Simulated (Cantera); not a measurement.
Thermodynamics of sublimation and decomposition of ceramics, feed Si3N4 + H2

A closed system holds: 1 mol Si3N4, 0.14 mol H2.

Method: chemical equilibrium by Gibbs-energy minimisation in Cantera with the NASA 1993 tables (ideal gas, pure condensed phases). Candidate condensed phases: Si, Si3N4; 18 gas species. Mutual solubility and eutectic melting of coexisting phases are not modelled. Kinetics and transport are ignored.

**Question.** Map the stable condensed phases over T = 1773, 1873, 1973, 2073, 2173, 2273, 2373, 2473, 2573, 2673 K and P in Pa = 1, 7.2, 52, 370, 2700, 19000, 140000, 1000000.

**Answer.** 
```
T in K \ P in Pa
               1     7.2      52     370    2700   19000  140000 1000000
   2673        A       A       A       A       A       B       B       B
   2573        A       A       A       A       B       B       B       B
   2473        A       A       A       A       B       B       B       B
   2373        A       A       A       B       B       B       B       B
   2273        A       A       A       B       B       B       B       C
   2173        A       A       B       B       B       B       B       C
   2073        A       A       B       B       B       B       C       C
   1973        A       B       B       B       B       C       C       C
   1873        A       B       B       B       B       C       C       C
   1773        B       B       B       B       C       C       C       D
```
A: gas only; B: Si; C: Si + Si3N4; D: Si3N4.
